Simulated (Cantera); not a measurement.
Cantera run:

```python
import numpy as np
import cantera as ct

gas_names = """
    B BO BO2 B2 B2O B2O2 B2O3 O O2 O3
""".split()
cond_names = """
    B(b) B(L) B2O3(L)
""".split()


# ... load() reads the species with a 1 bar reference pressure and builds the phases ...
atoms = {
    'B': {'B': 1},
    'O2': {'O': 2},
}
top_T = {}  # K; cautious upper limits of use, not melting points


# ... equilibrate(T, P, feed) seeds the gas with the atoms and calls Mixture.equilibrate('TP', solver="vcs", rtol=1e-11, max_steps=5000) ...
results = []
feed = {'B': 1, 'O2': 8.4}  # mol
T = 1248  # K
P = 100000  # Pa
mix = equilibrate(T, P, feed)
results.append((T, P, feed, dict(zip(mix.species_names, mix.species_moles))))
x = sorted(zip(gas.X, gas.species_names), reverse=True)
print(f"T = {T:g} K  P = {P:g} Pa  gas = {mix.phase_moles(0):.4g} mol")
print("   x: " + "  ".join(f"{s} {v:.3e}" for v, s in x if v > 1e-06))
print("   condensed (mol): " + ("  ".join(f"{mix.phase(i).name} {mix.phase_moles(i):.4g}"
      for i in range(1, mix.n_phases) if mix.phase_moles(i) > 1e-12) or "none"))
```

Result:

```
T = 1248 K  P = 100000 Pa  gas = 7.65 mol
   x: O2 1.000e+00
   condensed (mol): B2O3(L) 0.5
```

Cantera equilibrium calculation (NASA polynomials, part measured and part estimated; ideal gas, pure solids and liquids).
